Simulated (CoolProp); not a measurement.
Vapour-liquid equilibrium of cyclohexane (1) + ethanol (2) at 336.3 K; x and y are mole fractions of (1).

The numbers come from the multi-fluid Helmholtz-energy mixture model, Zhou 2014 and Schroeder 2014; pair parameters Bell 2016 in CoolProp.

```
x     bubble pressure (bar)  y at the bubble point  dew pressure at overall composition x (bar)  liquid density (mol/L)
----  ---------------------  ---------------------  -------------------------------------------  ----------------------
0.05                 0.6519                  0.211                                       0.5608                   15.62
0.15                 0.8034                  0.409                                       0.6143                   14.39
0.25                 0.8752                  0.489                                       0.6779                   13.33
0.35                 0.9009                  0.522                                       0.7534                   12.40
0.45                 0.9066                  0.533                                       0.8407                   11.60
0.55                 0.9070                  0.535                                       0.8999                   10.90
0.65                 0.9057                  0.539                                       0.8167                   10.30
0.75                 0.8943                  0.558                                       0.7349                   9.778
0.85                 0.8474                  0.615                                       0.6644                   9.326
0.95                 0.7108                  0.782                                       0.6048                   8.934
```

y crosses x between x = 0.45 and 0.55: the model has an azeotrope there.

Pair parameters are fitted to limited data, so mixtures are less certain than the pure fluids. With so large a gap from Raoult's law the liquid may split in two, which this calculation doesn't test in full.
